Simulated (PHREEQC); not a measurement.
A solution holds 0.03 mol/kgw H3PO4 and 0.006 mol/kgw Na2SO4, at 25 °C. Closed to the air; pH follows from the charge balance.

Model: ion-association model, phreeqc.dat, run in PHREEQC.

| quantity | before | after |
|---|---|---|
| pH | 2.01 | 1.89 |
| ionic strength (mol/kgw) | 0.0267 | 0.0239 |
| H3PO4 (mol/kgw) | 0.0166 | 0.0187 |
| H2PO4- (mol/kgw) | 0.0134 | 0.0113 |
| SO4-2 (mol/kgw) | 0.00366 | 0.00327 |
| HSO4- (mol/kgw) | 0.00222 | 0.00267 |

Problem. Name the change that produced these shifts.
A) diluted 2-fold with water
B) temperature from 25 to 85 °C
C) Na2SO4 replaced by NaHSO4 at the same molality
D) Na2SO4 from 0.006 to 0.012 mol/kgw
E) H3PO4 from 0.03 to 0.027 mol/kgw

Solution. C, Na2SO4 replaced by NaHSO4 at the same molality

No solid was allowed to form.
